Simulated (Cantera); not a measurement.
Input: 1 mol SiCl4, 18 mol N2, at 3400 Pa.

Method: chemical equilibrium by Gibbs-energy minimisation in Cantera with the NASA 1993 tables (ideal gas, pure condensed phases). Candidate condensed phases: Si, Si3N4; 13 gas species. The tables' values for SiCl3 are old estimates; treat these amounts as uncertain. Kinetics and transport are ignored. All values below are at 1373 K.

Base state: N2 0.947, SiCl4 0.0522, Cl 0.000391, SiCl3 0.000384, SiCl2 1.31e-5 (mole fractions); condensed: gas only.

Problem. What changes in the equilibrium state with this change: SiCl4 replaced by Si2H6?

Solution. 
| species | before | after |
|---|---|---|
| N2 | 0.947 | 0.847 |
| H2 | 0 | 0.153 |
| SiCl4 | 0.0522 | 0 |
| Cl | 0.000391 | 0 |
| SiCl3 | 0.000384 | 0 |
| SiCl2 | 1.31e-5 | 0 |
| Si3N4(s), mol | 0 | 0.667 |
The feed counts by its element totals alone. N2 is the only nitrogen source here; it is nearly inert below about 1500 K, so the nitride shown seldom forms there in practice.
